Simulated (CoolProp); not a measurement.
Octamethyltrisiloxane (MDM) along the isotherm 433.6 K: fugacity coefficient from the reference equation and from simpler models built on Tc = 565.4 K, pc = 1.438 MPa, ω = 0.528; each cubic takes its own stable root.

The numbers come from the reference Helmholtz-energy equation of state, Thol 2017 in CoolProp.

| p (MPa) | phase | reference | van der Waals | Redlich-Kwong | Soave-Redlich-Kwong | Peng-Robinson |
|---|---|---|---|---|---|---|
| 0.0898 | gas | 0.9431 | 0.9654 | 0.9554 | 0.9465 | 0.9438 |
| 0.18 | liquid | 0.6393 | 0.9307 | 0.9109 | 0.6398 | 0.6350 |
| 0.27 | liquid | 0.4300 | 0.8960 | 0.8397 | 0.4307 | 0.4270 |
| 0.359 | liquid | 0.3262 | 0.8614 | 0.6382 | 0.3271 | 0.3239 |
| 0.449 | liquid | 0.2632 | 0.8259 | 0.5157 | 0.2641 | 0.2612 |
| 0.539 | liquid | 0.2212 | 0.7019 | 0.4342 | 0.2221 | 0.2195 |
| 0.629 | liquid | 0.1912 | 0.6107 | 0.3760 | 0.1922 | 0.1897 |
| 0.719 | liquid | 0.1688 | 0.5424 | 0.3325 | 0.1698 | 0.1674 |

At some of these states van der Waals, Redlich-Kwong gives the other phase, because its saturation line lies elsewhere.
